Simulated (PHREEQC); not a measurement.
Solution (60 °C): 43 mmol/kgw NH4HF2, 66 mmol/kgw (NH4)2SiF6, 0.11 mmol/kgw H3BO3 and 91 mmol/kgw HCl. Closed to the air; pH follows from the charge balance.

The numbers come from PHREEQC with the ion-association model, wateq4f.dat.

```tsv
quantity	before	after
pH	1.42	3.18
ionic strength (mol/kgw)	0.291	0.328
HF (mol/kgw)	0.0754	0.0386
H2F2 (mol/kgw)	0.00414	0.00110
F- (mol/kgw)	0.00109	0.0328
HF2- (mol/kgw)	0.000385	0.00600
SI of Quartz (SiO2)	-2.68	-4.50
```

**Question.** Which change was made?
(A) 0.086 mol/kgw TMAH added
(B) NH4HF2 left out
(C) temperature from 60 to 20 °C
(D) HCl from 0.091 to 0.137 mol/kgw
(E) temperature from 60 to 40 °C

**Answer.** A, 0.086 mol/kgw TMAH added

This is a speciation only: nothing precipitates in the calculation. (CH3)4N+ isn't in the database: it is added as a free cation with an ion size of 4 Å. Constants without temperature data keep their 25 °C values here. SiF6-2 is the database's only silicon fluoride. Real BF4- forms and hydrolyses slowly; the run takes it at equilibrium.
